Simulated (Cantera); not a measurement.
## Equilibrium for carbothermic reduction: Cu2O + C + N2

Feed: 1 mol Cu2O, 1.7 mol C, 0.76 mol N2, held at 0.0380 bar.

These are equilibrium values from Cantera (NASA tables, ideal gas, pure condensed phases), not measurements of a reactor. Candidate condensed phases: C, Cu, CuO, Cu2O; 27 gas species. The numbers say what is thermodynamically allowed, not how fast it happens.

```json
[
 {"T (°C)": "1002", "x CO": "0.568", "x Cu": "2.28e-6", "x N2": "0.432", "x Cu2": "1.46e-10", "x CO2": "8.60e-5", "n C(graphite)": "0.700", "n Cu(s)": "2.00", "n Cu(l)": "0"},
 {"T (°C)": "1152", "x CO": "0.568", "x Cu": "5.72e-5", "x N2": "0.432", "x Cu2": "1.34e-8", "x CO2": "1.64e-5", "n C(graphite)": "0.700", "n Cu(s)": "0", "n Cu(l)": "2.00"},
 {"T (°C)": "1302", "x CO": "0.568", "x Cu": "0.000719", "x N2": "0.432", "x Cu2": "4.46e-7", "x CO2": "4.33e-6", "n C(graphite)": "0.700", "n Cu(s)": "0", "n Cu(l)": "2.00"},
 {"T (°C)": "1452", "x CO": "0.565", "x Cu": "0.00576", "x N2": "0.429", "x Cu2": "7.86e-6", "x CO2": "1.45e-6", "n C(graphite)": "0.700", "n Cu(s)": "0", "n Cu(l)": "1.99"},
 {"T (°C)": "1602", "x CO": "0.550", "x Cu": "0.0327", "x N2": "0.418", "x Cu2": "8.55e-5", "x CO2": "5.57e-7", "n C(graphite)": "0.700", "n Cu(s)": "0", "n Cu(l)": "1.94"},
 {"T (°C)": "1752", "x CO": "0.487", "x Cu": "0.143", "x N2": "0.370", "x Cu2": "0.000641", "x CO2": "2.05e-7", "n C(graphite)": "0.700", "n Cu(s)": "0", "n Cu(l)": "1.70"},
 {"T (°C)": "1902", "x CO": "0.280", "x Cu": "0.503", "x N2": "0.213", "x Cu2": "0.00358", "x CO2": "3.55e-8", "n C(graphite)": "0.700", "n Cu(s)": "0", "n Cu(l)": "0.178"},
 {"T (°C)": "2052", "x CO": "0.266", "x Cu": "0.529", "x N2": "0.202", "x Cu2": "0.00196", "x CO2": "1.84e-8", "n C(graphite)": "0.700", "n Cu(s)": "0", "n Cu(l)": "0"}
]
```
x: gas mole fraction; n: condensed amount in mol.

At 1002 °C the condensed part is C(graphite) + Cu(s). From 1152 °C to 1902 °C the condensed part is C(graphite) + Cu(l). At 2052 °C the condensed part is C(graphite). The main Cu-bearing gas is Cu throughout.
